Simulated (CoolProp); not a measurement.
A Linde-Hampson liquefier for methane: isothermal reversible compression at 280 K from 1 atm to 40 MPa, throttling to 1 atm, return gas leaving the recuperator 2 K below the feed. Each further row changes one setting.

The numbers come from the reference Helmholtz-energy equation of state, Setzmann 1991 in CoolProp.

```tsv
case	liquid yield per pass	compression work (kJ/kg of gas)
as stated	0.284	803
high pressure 80 MPa	0.251	934
warm-end temperature 310 K	0.227	914
warm-end gap 7 K	0.275	803
```
